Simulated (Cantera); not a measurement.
# Gas-phase reforming

An isothermal, constant-pressure homogeneous reactor starts with 32.9 % CH₄, 52.9 % H₂O, 14.3 % H₂, at 2100 K and 8.40 bar.

Computed with Cantera and GRI-Mech 3.0 (53 species, 325 reactions).

```tsv
t (s)	x CH₄	x H₂O	x H₂	x CH₂	x O₂
6.00e-5	0.0741	0.409	0.414	6.11e-6	1.96e-8
0.000167	0.0377	0.369	0.471	4.09e-6	1.37e-8
0.000465	0.0239	0.315	0.522	2.74e-6	9.22e-9
0.00129	0.0176	0.242	0.580	1.61e-6	5.16e-9
0.00360	0.0108	0.172	0.637	7.37e-7	2.61e-9
0.0100	0.00440	0.128	0.673	2.34e-7	1.48e-9
0.0278	0.000440	0.115	0.686	2.01e-8	1.18e-9
0.0775	1.03e-6	0.114	0.687	4.65e-11	1.17e-9
0.216	8.80e-7	0.114	0.687	4.00e-11	1.17e-9
0.600	8.80e-7	0.114	0.687	4.00e-11	1.17e-9
1.67	8.80e-7	0.114	0.687	4.00e-11	1.17e-9
4.64	8.80e-7	0.114	0.687	4.00e-11	1.17e-9
12.9	8.80e-7	0.114	0.687	4.00e-11	1.17e-9
35.9	8.80e-7	0.114	0.687	4.00e-11	1.17e-9
100	8.80e-7	0.114	0.687	4.00e-11	1.17e-9
```
x: mole fraction; the columns are a selection and need not sum to one.

Equilibrium at this temperature and pressure: CH₄ 1.00e-6, H₂O 0.114, H₂ 0.687, CH₂ 4.54e-11, O₂ 1.17e-9 (gas phase only).
